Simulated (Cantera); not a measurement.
An adiabatic, constant-volume homogeneous reactor starts with CH4 : C2H6 : O2 : N2 = 1 : 0.15 : 0.87 : 7.3 (molar parts), equivalence ratio 2.9, at 1773 K and 0.480 bar.

Model: GRI-Mech 3.0 (53 species, 325 reactions), integrated in Cantera.

x: mole fraction; the columns are a selection and need not sum to one.

| t (s) | T (K) | P (bar) | x CH4 | x C2H6 | x O2 | x H2O | x OH | x NO |
|---|---|---|---|---|---|---|---|---|
| 9.00e-6 | 1754 | 0.476 | 0.107 | 0.0139 | 0.0929 | 0.000189 | 1.53e-5 | 1.58e-11 |
| 2.14e-5 | 1741 | 0.474 | 0.104 | 0.0111 | 0.0914 | 0.00150 | 4.40e-5 | 3.84e-10 |
| 5.09e-5 | 1761 | 0.485 | 0.0922 | 0.00599 | 0.0837 | 0.00849 | 8.88e-5 | 4.41e-9 |
| 0.000121 | 1993 | 0.579 | 0.0425 | 0.000386 | 0.0424 | 0.0452 | 0.000248 | 1.88e-7 |
| 0.000288 | 2347 | 0.725 | 0.00176 | 2.74e-7 | 2.79e-6 | 0.0727 | 0.000323 | 1.96e-5 |
| 0.000684 | 2342 | 0.733 | ___ | ___ | ___ | ___ | ___ | ___ |
| 0.00163 | 2335 | 0.742 | 0.000727 | 4.44e-8 | 3.05e-7 | 0.0463 | 0.000192 | 9.46e-5 |
| 0.00387 | 2328 | 0.747 | 0.000173 | 2.59e-9 | 2.18e-7 | 0.0375 | 0.000155 | 0.000172 |
| 0.00920 | 2323 | 0.747 | 9.69e-7 | <1e-12 | 2.38e-7 | 0.0356 | 0.000160 | 0.000228 |
| 0.0219 | 2321 | 0.747 | 4.28e-10 | <1e-12 | 2.79e-7 | 0.0355 | 0.000172 | ___ |
| 0.0521 | 2321 | 0.747 | 8.86e-11 | <1e-12 | 2.82e-7 | 0.0356 | 0.000174 | 3.70e-5 |
| 0.124 | 2322 | 0.747 | 7.79e-11 | <1e-12 | 2.83e-7 | 0.0356 | 0.000174 | 1.98e-5 |
| 0.294 | 2322 | 0.747 | 7.69e-11 | <1e-12 | 2.83e-7 | 0.0356 | 0.000174 | 1.75e-5 |
| 0.700 | 2322 | 0.747 | 7.69e-11 | <1e-12 | 2.83e-7 | 0.0356 | 0.000174 | 1.75e-5 |

Question: Complete the blanks.

Answer: 
- 0.000684, x CH4: 0.00126
- 0.000684, x C2H6: 1.34e-7
- 0.000684, x O2: 4.76e-7
- 0.000684, x H2O: 0.0600
- 0.000684, x OH: 0.000255
- 0.000684, x NO: 5.01e-5
- 0.0219, x NO: 0.000107
